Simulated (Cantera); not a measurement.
A freely propagating, adiabatic, planar premixed flame of CO : H2 : O2 : N2 = 1 : 0.92 : 0.873 : 3.28 (molar parts), equivalence ratio 1.1, unburnt at 475 K and 5.00 bar; mixture-averaged transport, grid criteria slope 0.08 and curve 0.16, no radiation.

Model: GRI-Mech 3.0 (53 species, 325 reactions), integrated in Cantera. The hydrogen kinetics of GRI-Mech 3.0 are dated; newer H2 mechanisms differ, most at raised pressure. Burning velocities carry a grid error of a few per cent, more on coarse grids.

Problem. What does this change do: H2 0.92 to 1.2 parts?

Solution. 
| quantity | before | after |
|---|---|---|
| laminar burning velocity | 211 cm/s | 286 cm/s |
| thermal thickness | 0.0724 mm | 0.0642 mm |
| peak x(HO2) | 0.000811 | 0.000896 |
| peak x(H2O2) | 0.000120 | 0.000115 |
